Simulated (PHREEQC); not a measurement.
0.014 g of hydrous ferric oxide (600 m²/g; 0.2 weak and 0.005 strong sites per Fe, Dzombak-Morel constants, diffuse double layer) in 1 kg of water with 0.05 mol/kgw of an inert sodium salt and 4.9e-08 mol/kgw ZnSO4, 3.8e-05 mol/kgw BaCl2 and 2.2e-05 mol/kgw CaCl2, at 25 °C; the pH is set by adding NaOH or the inert anion's acid. Oxygen is held at 0.21 atm. The system is closed to CO2. Precipitation was switched off in this run.

All values are PHREEQC results (ion-association model, wateq4f.dat), not measurements.

```csv
pH,S sorbed (%),Zn sorbed (%),Ba sorbed (%),Ca sorbed (%)
4,92.2,0.0,0.0,0.0
4.38,87.6,0.0,0.0,0.0
4.75,78.5,0.0,0.0,0.0
5.12,[?],0.2,0.0,0.0
5.5,38.5,0.7,0.0,0.0
5.88,17.7,[?],0.0,0.0
6.25,6.4,[?],0.0,0.0
6.62,2.0,[?],0.0,0.0
7,0.5,74.9,0.1,0.0
7.38,0.1,92.4,0.3,0.1
7.75,0.0,97.3,[?],0.3
8.12,0.0,98.6,1.3,0.6
8.5,0.0,98.9,1.6,1.4
8.88,0.0,98.8,1.8,[?]
9.25,0.0,98.2,[?],11.8
9.62,0.0,96.0,3.0,[?]
10,0.0,88.4,4.1,35.2
```

**Question.** Some entries are withheld; supply them.

**Answer.** 
- 5.12, S sorbed (%): 61.9
- 5.88, Zn sorbed (%): 3.3
- 6.25, Zn sorbed (%): 13.0
- 6.62, Zn sorbed (%): 39.8
- 7.75, Ba sorbed (%): 0.8
- 8.88, Ca sorbed (%): 4.3
- 9.25, Ba sorbed (%): 2.3
- 9.62, Ca sorbed (%): 23.5

Complexes and solids missing from the database can't appear.
